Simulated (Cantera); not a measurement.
**Adiabatic ignition**

An adiabatic, constant-pressure homogeneous reactor starts with 6.12 % CH4, 19.8 % O2, 74.1 % N2, equivalence ratio 0.62, at 1800 K and 5.30 bar.

Computed with Cantera and GRI-Mech 3.0 (53 species, 325 reactions).

```csv
t (s),T (K),x CH4,x O2,x C2H,x CO2,x OH,x C2H4
8.00e-6,1800,0.0604,0.197,<1e-12,1.90e-6,8.72e-6,1.32e-5
2.01e-5,1849,0.0489,0.188,4.03e-9,0.000197,0.000148,0.000851
5.04e-5,2782,<1e-12,0.0745,<1e-12,0.0476,0.0178,<1e-12
0.000127,2793,<1e-12,0.0732,<1e-12,0.0486,0.0172,<1e-12
0.000318,2787,<1e-12,0.0710,<1e-12,0.0488,0.0168,<1e-12
0.000798,2778,<1e-12,0.0678,<1e-12,0.0489,0.0163,<1e-12
0.00200,2772,<1e-12,0.0660,<1e-12,0.0490,0.0160,<1e-12
0.00503,2772,<1e-12,0.0658,<1e-12,0.0490,0.0160,<1e-12
0.0126,2772,<1e-12,0.0658,<1e-12,0.0490,0.0160,<1e-12
0.0317,2772,<1e-12,0.0658,<1e-12,0.0490,0.0160,<1e-12
0.0797,2772,<1e-12,0.0658,<1e-12,0.0490,0.0160,<1e-12
0.200,2772,<1e-12,0.0658,<1e-12,0.0490,0.0160,<1e-12
```
x: mole fraction; the columns are a selection and need not sum to one.

The time of steepest temperature rise comes out as 25.7 µs, the temperature at 0.200 s comes out as 2772 K and the equilibrium temperature is 2772 K. The x(CH4) at 0.200 s is <1e-12 (gas-phase equilibrium <1e-12) and the x(O2) at 0.200 s is 0.0658 (gas-phase equilibrium 0.0658). The x(C2H) at 0.200 s is <1e-12 (gas-phase equilibrium <1e-12).
